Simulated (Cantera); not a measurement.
Charge: 1 mol Na2SO4, a varied amount of H2, 0.28 mol H2O, held at 1677 °C and 1.35 Torr.

These are equilibrium values from Cantera (NASA tables, ideal gas, pure condensed phases), not measurements of a reactor. Candidate condensed phases: H2O, H2SO4, Na, NaOH, NaO2, Na2O, Na2O2, Na2S, Na2SO4, S; 27 gas species. Kinetics and transport are ignored.

x: gas mole fraction; nothing condenses.

| n(H2) (mol) | x Na | x H2O | x SO2 | x O2 | x NaOH | x H2 | x OH |
|---|---|---|---|---|---|---|---|
| 0.26 | 0.433 | 0.106 | 0.229 | 0.190 | 0.0251 | 0.00112 | 0.00777 |
| 0.47 | 0.421 | … | 0.223 | … | 0.0276 | … | 0.00881 |
| 0.67 | 0.410 | 0.187 | 0.219 | 0.136 | 0.0290 | 0.00233 | 0.00948 |
| 0.88 | 0.400 | 0.226 | 0.214 | 0.111 | 0.0295 | 0.00313 | 0.00991 |
| 1.1 | 0.390 | 0.265 | 0.208 | 0.0860 | 0.0293 | 0.00417 | 0.0101 |
| 1.3 | 0.382 | 0.299 | 0.204 | 0.0647 | 0.0283 | 0.00542 | 0.00996 |
| 1.5 | 0.374 | … | 0.199 | … | 0.0267 | … | 0.00957 |
| 1.7 | 0.368 | 0.361 | 0.194 | 0.0271 | 0.0241 | 0.0101 | 0.00880 |

Question: Fill in the missing entries.

Answer: 
- 1.5, x H2O: 0.331
- 1.5, x O2: 0.0450
- 1.5, x H2: 0.00721
- 0.47, x H2O: 0.148
- 0.47, x O2: 0.162
- 0.47, x H2: 0.00170
